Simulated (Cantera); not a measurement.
An adiabatic, constant-volume homogeneous reactor starts with CH₄ : O₂ : N₂ = 1 : 1.11 : 4.18 (molar parts), equivalence ratio 1.8, at 1073 K and 7500 Torr. Integrator tolerance rtol = 1e-08.

Detailed kinetics in Cantera: GRI-Mech 3.0 (53 species, 325 reactions).

Q: What does this change do: pressure from 7500 Torr to 9750 Torr?

A: 
| quantity | before | after |
|---|---|---|
| time of steepest temperature rise | 33.6 ms | 24.5 ms |
| temperature at 8.00 s | 2635 K | 2638 K |
| equilibrium temperature | 2635 K | 2638 K |
| x(CH₄) at 8.00 s | 2.55e-9 (gas-phase equilibrium 2.84e-9) | 4.28e-9 (gas-phase equilibrium 4.76e-9) |
| x(O₂) at 8.00 s | 5.85e-6 (gas-phase equilibrium 5.85e-6) | 4.63e-6 (gas-phase equilibrium 4.63e-6) |
| x(NO) at 8.00 s | 0.000131 (gas-phase equilibrium 0.000131) | 0.000117 (gas-phase equilibrium 0.000117) |
| x(HCN) at 8.00 s | 1.63e-6 (gas-phase equilibrium 1.63e-6) | 2.12e-6 (gas-phase equilibrium 2.12e-6) |
| x(H) at 8.00 s | 0.00301 (gas-phase equilibrium 0.00301) | 0.00267 (gas-phase equilibrium 0.00267) |
The pressure lies above the range GRI-Mech 3.0 was tuned for (to about 10 atm).
